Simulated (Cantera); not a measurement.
Charge: 1 mol CuO, 3.4 mol CH₄, 0.75 mol H₂, 0.56 mol CO, equilibrated at 1625 °C.

Cantera equilibrium calculation (NASA polynomials, part measured and part estimated; ideal gas, pure solids and liquids). Candidate condensed phases: C, C₆H₆, C₇H₈, C₈H₁₈, Cu, CuO, Cu(OH)₂, Cu₂O, H₂O; 113 gas species. Kinetics and transport are ignored.

Question: Which condensed phases are stable at each of these points (P (Pa)): 10, 100, 1000, 10000, 100000, 1000000?

Answer: 
| P (Pa) | condensed phases | Cu condensed (%) |
|---|---|---|
| 10 | C(graphite) | 0.0 |
| 100 | C(graphite) | 0.0 |
| 1000 | C(graphite) | 0.0 |
| 10000 | C(graphite) + Cu(l) | 85.2 |
| 100000 | C(graphite) + Cu(l) | 98.5 |
| 1000000 | C(graphite) + Cu(l) | 99.9 |

From 10.0 Pa to 10.0 mbar the condensed part is C(graphite). From 0.100 bar to 10.0 bar the condensed part is C(graphite) + Cu(l).
